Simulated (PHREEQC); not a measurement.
PHREEQC input (ion-association model, wateq4f.dat):

```
SOLUTION_MASTER_SPECIES
  An  An-  0  An  62.0  # stands for a non-complexing anion
SOLUTION_SPECIES
  An- = An-
    -log_k 0
    -gamma 3.0 0
PHASES
  Fix_H+
    H+ = H+
    -log_k 0
SOLUTION 1
  temp 25
  units mmol/kgw
  pH 7 charge
  As(5) 0.0041
  Na 1.0082
  An 1
END
SELECTED_OUTPUT 1
  -reset false
  -pH true
  -pe true
  -ionic_strength true
  -water true
  -totals As Na As(3) As(5)
  -molalities Hfo_wOH Hfo_wOH2+ Hfo_wO- Hfo_sOH Hfo_sOH2+ Hfo_sO- Hfo_wH2AsO4 Hfo_wHAsO4- Hfo_wOHAsO4-3
USER_PUNCH 1
  -headings sigma psi
  10 PUNCH EDL("sigma", "Hfo"), EDL("psi", "Hfo")
PRINT
  -reset false
USE solution 1
SURFACE 1
  Hfo_wOH 0.000182022 600 0.081
  Hfo_sOH 4.55056e-06
EQUILIBRIUM_PHASES 1
  Fix_H+ -3 HAn 10
    -force_equality true
  O2(g) -0.68 10
END
# ... the last block is repeated for the other 12 points of pH, with NaOH or the acid as the point needs
```

Selected output (columns that matter, 13 of 13 rows; pH added in front):

```
pH	mu	As	Na	m_Hfo_wOH	m_Hfo_wOH2+	m_Hfo_wO-	m_Hfo_sOH	m_Hfo_sOH2+	m_Hfo_sO-	m_Hfo_wH2AsO4	m_Hfo_wHAsO4-	m_Hfo_wOHAsO4-3	sigma	psi
3	0.0021185	2.6112e-12	0.0010082	5.251e-05	0.00012491	5.0571e-07	1.343e-06	3.1946e-06	1.2934e-08	3.3082e-07	3.4139e-06	3.5525e-07	0.24442	0.23152
3.67	0.0012668	1.4025e-12	0.0010082	9.4223e-05	8.1194e-05	2.5049e-06	2.4099e-06	2.0766e-06	6.4065e-08	7.8734e-08	2.2428e-06	1.7784e-06	0.14518	0.21797
4.33	0.0010777	1.4596e-12	0.0010082	0.00011621	5.6211e-05	5.5035e-06	2.9721e-06	1.4377e-06	1.4076e-07	2.2847e-08	1.1594e-06	2.9177e-06	0.083572	0.19376
5	0.0010301	2.3438e-12	0.0010082	0.00012713	4.1973e-05	8.8209e-06	3.2514e-06	1.0735e-06	2.256e-07	8.5963e-09	6.3912e-07	3.4523e-06	0.045674	0.16394
5.67	0.0010163	5.6414e-12	0.0010082	0.00013197	3.4331e-05	1.1621e-05	3.3753e-06	8.7806e-07	2.9723e-07	4.4743e-09	4.2219e-07	3.6733e-06	0.023525	0.13043
6.33	0.0010116	1.9584e-11	0.0010082	0.00013396	3.0481e-05	1.3486e-05	3.4261e-06	7.7958e-07	3.4493e-07	3.0695e-09	3.3113e-07	3.7658e-06	0.011517	0.094823
7	0.0010096	1.1226e-10	0.0010082	0.00013481	2.8506e-05	1.4606e-05	3.4479e-06	7.2906e-07	3.7356e-07	2.4909e-09	2.8917e-07	3.8082e-06	0.0050461	0.057073
7.67	0.0010086	1.2064e-09	0.0010082	0.00013523	2.7416e-05	1.528e-05	3.4586e-06	7.0119e-07	3.908e-07	2.2078e-09	2.6731e-07	3.8293e-06	0.0013721	0.018519
8.33	0.0010079	1.8879e-08	0.0010082	0.00013553	2.6568e-05	1.584e-05	3.4661e-06	6.7942e-07	4.0507e-07	1.9955e-09	2.4988e-07	3.8292e-06	-0.0014599	-0.019658
9	0.0010126	3.0616e-07	0.0010136	0.0001362	2.51e-05	1.693e-05	3.4774e-06	6.4087e-07	4.3226e-07	1.5527e-09	2.0681e-07	3.5855e-06	-0.0051315	-0.057707
9.67	0.0010576	2.0564e-06	0.0010584	0.00013816	2.1068e-05	2.0754e-05	3.4931e-06	5.3269e-07	5.2475e-07	4.8224e-10	7.7626e-08	1.9655e-06	-0.011223	-0.092476
10.33	0.0012404	3.743e-06	0.0012421	0.00013847	1.6377e-05	2.682e-05	3.4685e-06	4.1024e-07	6.7182e-07	3.991e-11	8.283e-09	3.4865e-07	-0.023346	-0.12499
11	0.0020819	4.0594e-06	0.0020898	0.00013354	1.0874e-05	3.7568e-05	3.3392e-06	2.7191e-07	9.3942e-07	1.5008e-12	4.5242e-10	4.0174e-08	-0.054566	-0.15504
```

Species that the database lacks are ignored. The oxide is taken as insoluble; below pH 4 it would dissolve.
